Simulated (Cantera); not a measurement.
Roasting and sulfation: FeS2 + O2 + N2

A closed system holds: 1 mol FeS2, 0.95 mol O2, 0.5 mol N2, at 1500 K and 2.90 bar.

Equilibrium computed with Cantera from the NASA thermochemical tables; the gas is ideal and each condensed phase is pure. Candidate condensed phases: Fe, FeO, FeS, FeSO4, FeS2, Fe2O3, Fe2(SO4)3, Fe3O4, S; 19 gas species. Metal and sulfide melt together well below either melting point, which pure phases cannot show. Mutual solubility and eutectic melting of coexisting phases are not modelled. The tables' stoichiometric FeO is somewhat more stable than real wüstite, so its field is too wide. FeO, FeS: taken at fixed stoichiometry. Equilibrium is a limit: real reactors are often held back by kinetics, nucleation or transport.

The x(SO2) is 0.595. The x(N2) is 0.334 and the x(S2) comes out as 0.0624. The x(S2O) is 0.00628, the x(SO) is 0.00254 and the x(S) is 5.97e-6. The x(SO3) is 1.83e-6 and the n(FeO(s)) is 0.102 mol. The n(FeS(l)) comes out as 0.898 mol, the gas amount is 1.499 mol and the log10 activity of S(l) (absent) is -1.58. The log10 activity of Fe(γ) (absent) is -2.02.
